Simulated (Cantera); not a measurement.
**Low-pressure radical oxidation in H2/O2**

An isothermal, constant-pressure homogeneous reactor starts with 0.756 % H2, 47.3 % O2, 52.0 % N2, at 1448 K and 0.00227 atm.

Computed with Cantera and the H2/O2 subset of GRI-Mech 3.0, which has no nitrogen chemistry. Radical loss at walls, strong at low pressure, is not modelled.

| t (s) | x H2 | x O2 | x OH | x H2O2 | x HO2 | x H2O | x H |
|---|---|---|---|---|---|---|---|
| 4.00e-5 | 0.00756 | 0.473 | 9.99e-11 | <1e-12 | 1.10e-9 | <1e-12 | 9.97e-10 |
| 0.000107 | 0.00756 | 0.473 | 6.41e-10 | <1e-12 | 2.93e-9 | 1.34e-11 | 2.30e-9 |
| 0.000286 | 0.00756 | 0.473 | 3.56e-9 | <1e-12 | 7.83e-9 | 2.11e-10 | 4.44e-9 |
| 0.000765 | 0.00756 | 0.473 | 1.59e-8 | 4.90e-12 | 2.09e-8 | 2.74e-9 | 7.22e-9 |
| 0.00205 | 0.00756 | 0.473 | 6.66e-8 | 3.14e-11 | 5.58e-8 | 3.08e-8 | 1.50e-8 |
| 0.00547 | 0.00756 | 0.473 | 4.65e-7 | 1.73e-10 | 1.48e-7 | 4.51e-7 | 7.59e-8 |
| 0.0146 | 0.00751 | 0.473 | 2.65e-5 | 6.89e-10 | 3.69e-7 | 3.42e-5 | 4.08e-6 |
| 0.0391 | 0.000206 | 0.466 | 0.00142 | 1.49e-9 | 5.45e-8 | 0.00646 | 0.000378 |
| 0.105 | 4.49e-5 | 0.465 | 0.00109 | 1.00e-9 | 4.51e-8 | 0.00682 | 0.000301 |
| 0.280 | 4.46e-5 | 0.465 | 0.00109 | 1.00e-9 | 4.50e-8 | 0.00683 | 0.000298 |
| 0.748 | 4.38e-5 | 0.466 | 0.00108 | 9.94e-10 | 4.46e-8 | 0.00684 | 0.000289 |
| 2.00 | 4.16e-5 | 0.466 | 0.00105 | 9.75e-10 | 4.35e-8 | 0.00686 | 0.000267 |
x: mole fraction; the columns are a selection and need not sum to one.

Equilibrium at this temperature and pressure: H2 2.13e-7, O2 0.471, OH 7.54e-5, H2O2 3.78e-11, HO2 1.46e-8, H2O 0.00755, H 8.93e-8 (gas phase only).
